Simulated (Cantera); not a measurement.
Mixture: CH4 : C2H6 : C3H8 : O2 : N2 = 1 : 0.056 : 0.36 : 7.54 : 28.3 (molar parts), at 640000 Pa, adiabatic and at constant pressure. Ignition delay is the time to a rise of 400 K.

Cantera simulation using GRI-Mech 3.0 (53 species, 325 reactions); the numbers are that mechanism's predictions, not measurements. GRI-Mech 3.0 was tuned for natural gas; its chemistry of propane as a main component is partial and can be far from experiment.

**Question.** Predict: delay at 1125 K; delay at 1325 K; delay at 1525 K; delay at 1725 K; delay at 1925 K; apparent activation energy between 1725 and 1925 K.

**Answer.** 
```json
{
  "delay at 1125 K": "6.30 ms",
  "delay at 1325 K": "0.288 ms",
  "delay at 1525 K": "28.5 µs",
  "delay at 1725 K": "6.56 µs",
  "delay at 1925 K": "2.63 µs",
  "apparent activation energy between 1725 and 1925 K": "130 kJ/mol"
}
```
